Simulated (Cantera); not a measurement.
Charge: 1 mol Ca(OH)2, 0.019 mol C, 0.097 mol O2, 4.1 mol H2O, held at 1.00 Torr.

Equilibrium computed with Cantera from the NASA thermochemical tables; the gas is ideal and each condensed phase is pure. Candidate condensed phases: C, C6H6, C7H8, C8H18, Ca, CaCO3, CaO, Ca(OH)2, H2O; 115 gas species. Equilibrium is a limit: real reactors are often held back by kinetics, nucleation or transport.

Problem. At 1350 K, list the 5 most abundant gas species with their mole fractions, and the condensed phases.

Solution. H2O 0.981, O2 0.0150, CO2 0.00366, OH 0.000155, H2 4.48e-5. Condensed: CaO(s).
